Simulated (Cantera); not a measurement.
A perfectly stirred reactor is fed with CH3OH : O2 : N2 = 0.0052 : 0.019 : 1 (molar parts), equivalence ratio 0.41, at 19.0 bar; it is held at 1023 K, and followed from long to short residence time.

Cantera simulation using GRI-Mech 3.0 (53 species, 325 reactions); the numbers are that mechanism's predictions, not measurements. GRI-Mech 3.0 was tuned for natural gas; its chemistry of methanol as a main component is partial and can be far from experiment. The pressure lies above the range GRI-Mech 3.0 was tuned for (to about 10 atm).

x: mole fraction; the columns are a selection and need not sum to one.

| τ (s) | x CH3OH | x O2 | x HCO | x OH | x NO |
|---|---|---|---|---|---|
| 8.9 | 3.02e-5 | 0.0112 | 1.49e-11 | 1.48e-8 | 2.86e-12 |
| 2.4 | 6.24e-5 | 0.0114 | 5.40e-11 | 2.61e-8 | 1.58e-12 |
| 0.63 | 0.000132 | 0.0119 | 1.97e-10 | 4.56e-8 | <1e-12 |
| 0.17 | 0.000280 | 0.0126 | 6.71e-10 | 7.48e-8 | <1e-12 |
| 0.044 | (withheld) | 0.0136 | (withheld) | (withheld) | <1e-12 |
| 0.012 | 0.00148 | 0.0151 | 5.59e-9 | 1.37e-7 | <1e-12 |
| 0.0031 | (withheld) | 0.0178 | (withheld) | (withheld) | <1e-12 |
| 0.00084 | 0.00508 | 0.0186 | <1e-12 | <1e-12 | <1e-12 |

Problem. Complete the blanks.

Solution. 
- 0.044, x CH3OH: 0.000636
- 0.044, x HCO: 2.20e-9
- 0.044, x OH: 1.13e-7
- 0.0031, x CH3OH: 0.00400
- 0.0031, x HCO: 3.17e-9
- 0.0031, x OH: 5.53e-8
